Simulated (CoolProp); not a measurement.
Saturation properties of R124.

The numbers come from the reference Helmholtz-energy equation of state, de Vries 1995 in CoolProp.

```tsv
T (K)	p (kPa)	enthalpy of vaporisation (kJ/kg)	vapour Z	surface tension (mN/m)	liquid viscosity (µPa s)	vapour viscosity (µPa s)
186.6	0.9373	197.8	0.9986	24.1	1450	7.97
204.5	4.198	190.4	0.9957	21.6	977	8.74
222.3	14.07	183.0	0.9895	19.3	705	9.53
240.2	38.38	175.4	0.9783	16.9	532	10.3
258.1	88.87	167.3	0.9606	14.6	413	11.1
276	181.3	158.6	0.9352	12.3	327	11.9
293.9	334.9	149.0	0.9011	10.2	262	12.8
311.8	571.6	138.2	0.8571	8.06	211	13.6
329.7	915.9	125.8	0.8017	6.04	170	14.6
347.6	1395	110.9	0.7324	4.13	136	15.8
365.5	2042	91.94	0.6431	2.36	107	17.7
383.4	2897	63.95	0.5150	0.791	80.1	21.6
```

It boils at 261.2 K under 1 atm.

Viscosity comes from a separate model (Bell 2016), an estimate that may be off by 10 % or more. Surface tension comes from a separate correlation (Mulero 2012).
